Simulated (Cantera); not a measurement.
# Cu₂O + C + N₂ (carbothermic reduction)

A closed system holds: 1 mol Cu₂O, a varied amount of C, 0.74 mol N₂, equilibrated at 1523.15 K and 1.10 bar.

Cantera equilibrium calculation (NASA polynomials, part measured and part estimated; ideal gas, pure solids and liquids). Candidate condensed phases: C, Cu, CuO, Cu₂O; 27 gas species. Each liquid is taken as pure. Mutual solubility and eutectic melting of coexisting phases are not modelled. The numbers say what is thermodynamically allowed, not how fast it happens.

| n(C) (mol) | x N₂ | x CO | x CO₂ | x O₂ | x NO | x Cu | x O | x CuO | n Cu(l) | n Cu₂O(l) | n C(graphite) |
|---|---|---|---|---|---|---|---|---|---|---|---|
| 0.47 | 0.611 | 0.000217 | 0.388 | 0.000138 | 3.09e-5 | 1.10e-5 | 6.19e-8 | 2.63e-8 | 1.88 | 0.0599 | 0 |
| 0.56 | 0.569 | 0.0923 | 0.338 | 5.80e-10 | 6.11e-8 | 1.10e-5 | 1.27e-10 | 5.39e-11 | 2.00 | 0 | 0 |
| 0.68 | 0.521 | 0.254 | 0.225 | 3.41e-11 | 1.42e-8 | 1.10e-5 | 3.08e-11 | 1.31e-11 | 2.00 | 0 | 0 |
| 0.83 | 0.471 | 0.420 | 0.108 | 2.86e-12 | 3.91e-9 | 1.10e-5 | 8.92e-12 | 3.78e-12 | 2.00 | 0 | 0 |
| 1 | 0.425 | 0.574 | 0.000197 | <1e-12 | 4.94e-12 | 1.10e-5 | <1e-12 | <1e-12 | 2.00 | 0 | 0.000343 |
| 1.2 | 0.425 | 0.574 | 0.000197 | <1e-12 | 4.94e-12 | 1.10e-5 | <1e-12 | <1e-12 | 2.00 | 0 | 0.200 |
| 1.5 | 0.425 | 0.574 | 0.000197 | <1e-12 | 4.94e-12 | 1.10e-5 | <1e-12 | <1e-12 | 2.00 | 0 | 0.500 |
| 1.8 | 0.425 | 0.574 | 0.000197 | <1e-12 | 4.94e-12 | 1.10e-5 | <1e-12 | <1e-12 | 2.00 | 0 | 0.800 |
| 2.1 | 0.425 | 0.574 | 0.000197 | <1e-12 | 4.94e-12 | 1.10e-5 | <1e-12 | <1e-12 | 2.00 | 0 | 1.10 |
| 2.6 | 0.425 | 0.574 | 0.000197 | <1e-12 | 4.94e-12 | 1.10e-5 | <1e-12 | <1e-12 | 2.00 | 0 | 1.60 |
| 3.1 | 0.425 | 0.574 | 0.000197 | <1e-12 | 4.94e-12 | 1.10e-5 | <1e-12 | <1e-12 | 2.00 | 0 | 2.10 |
| 3.8 | 0.425 | 0.574 | 0.000197 | <1e-12 | 4.94e-12 | 1.10e-5 | <1e-12 | <1e-12 | 2.00 | 0 | 2.80 |
x: gas mole fraction; n: condensed amount in mol.

At 0.47 mol C the condensed part is Cu(l) + Cu₂O(l). From 0.56 mol C to 0.83 mol C the condensed part is Cu(l). From 1 mol C to 3.8 mol C the condensed part is C(graphite) + Cu(l). The main Cu-bearing gas is Cu throughout.
